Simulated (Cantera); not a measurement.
A closed system holds: 1 mol SiC, 0.0081 mol H₂O, 51 mol N₂, held at 0.130 Pa.

Cantera equilibrium calculation (NASA polynomials, part measured and part estimated; ideal gas, pure solids and liquids). Candidate condensed phases: C, C₆H₆, C₇H₈, C₈H₁₈, H₂O, Si, SiC, SiO₂, Si₂N₂O, Si₃N₄; 151 gas species. The numbers say what is thermodynamically allowed, not how fast it happens.

**Question.** At 1427 °C, list the 5 most abundant gas species with their mole fractions, and the condensed phases.

**Answer.** N₂ 0.992, Si 0.00774, H 0.000296, CO 0.000157, SiC₂ 6.07e-5. Condensed: C(graphite) + SiC(s).
